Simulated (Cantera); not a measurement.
## Ignition delay

Mixture: 6.89 % CO, 4.20 % H2, 0.758 % CH4, 16.1 % O2, 60.4 % N2, 11.7 % H2O, at 500000 Pa, adiabatic and at constant pressure. Ignition delay is the time to a rise of 400 K.

Model: GRI-Mech 3.0 (53 species, 325 reactions), integrated in Cantera.

```json
[
 {"T0 (K)": "1173", "delay (ms)": "0.371"},
 {"T0 (K)": "1223", "delay (ms)": "0.142"},
 {"T0 (K)": "1273", "delay (ms)": "0.0634"},
 {"T0 (K)": "1323", "delay (ms)": "0.0341"},
 {"T0 (K)": "1373", "delay (ms)": "0.0217"},
 {"T0 (K)": "1423", "delay (ms)": "0.0156"},
 {"T0 (K)": "1473", "delay (ms)": "0.0121"}
]
```

```json
{
 "apparent activation energy between 1373 and 1473 K": "98 kJ/mol"
}
```
